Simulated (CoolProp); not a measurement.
R114 at 382.77 K and 9.02 MPa is throttled through a valve to 5.16 MPa with no heat exchange. Each further row changes one setting.

The numbers come from the reference Helmholtz-energy equation of state, Platzer 1990 in CoolProp. This equation is an older, rougher fit; its heat capacities, sound speeds and derivatives of the liquid may be far off and weren't checked against measurements.

| case | temperature change (K) | final phase | final density (kg/m³) |
|---|---|---|---|
| as stated | -0.7 | liquid | 1190 |
| outlet pressure 1.55 MPa | -5.2 | two-phase, vapour fraction 0.039 | 863 |
| outlet pressure 6.71 MPa | -0.3 | liquid | 1210 |
